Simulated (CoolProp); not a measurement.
Vapour-liquid equilibrium of n-hexane (1) + o-xylene (2) at 314.9 K; x and y are mole fractions of (1).

Computed with CoolProp (multi-fluid Helmholtz-energy mixture model, Thol 2019 and Zhou 2012; pair parameters Bell 2016).

```csv
x,bubble pressure (bar),y at the bubble point,dew pressure at overall composition x (bar),liquid density (mol/L)
0.05,0.04660,0.538,0.02371,8.088
0.15,?,0.788,0.02636,8.028
0.25,?,0.870,0.02968,7.967
0.35,0.1724,0.911,0.03396,7.902
0.45,0.2089,0.936,0.03968,7.835
0.55,0.2436,0.953,0.04771,7.766
0.65,0.2773,0.967,0.05979,7.694
0.75,0.3108,0.978,0.08000,7.619
0.85,0.3448,0.987,0.1204,7.541
0.95,0.3801,?,0.2361,7.460
```

### Question
Some entries are withheld; supply them.

### Answer

- 0.15, bubble pressure (bar): 0.09180
- 0.25, bubble pressure (bar): 0.1336
- 0.95, y at the bubble point: 0.996

No azeotrope shows between x = 0.05 and 0.95.

The pair parameters rest on a limited set of measurements; away from them the model extrapolates.
